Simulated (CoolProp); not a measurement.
Propylene at 361.63 K and 6.72 MPa flows at 1.5 m/s in a round tube of 25 mm bore and 1.5 µm roughness, fully developed (64/Re and Nu = 3.66 if laminar; Colebrook and Gnielinski if turbulent). Each further row changes one setting.

Values from CoolProp's reference Helmholtz-energy equation of state, Lemmon 2013.

| case | Reynolds number | Darcy friction factor | pressure drop (Pa/m) | heat-transfer coefficient (W/(m² K)) | mass flow (kg/h) |
|---|---|---|---|---|---|
| as stated | (withheld) | (withheld) | (withheld) | 2860 | 1040 |
| velocity 3 m/s | 531000 | 0.0138 | 975 | (withheld) | 2070 |
| diameter 50 mm | 531000 | (withheld) | 118 | 2560 | 4150 |

Problem. Some entries are withheld; supply them.

Solution. 
- as stated, Reynolds number: 265000
- as stated, Darcy friction factor: 0.0154
- as stated, pressure drop (Pa/m): 270
- velocity 3 m/s, heat-transfer coefficient (W/(m² K)): 5250
- diameter 50 mm, Darcy friction factor: 0.0135

Viscosity comes from a separate model (Huber 2003), an estimate that may be off by 10 % or more. Thermal conductivity comes from a separate model (Huber 2003), an estimate that may be off by 10 % or more.
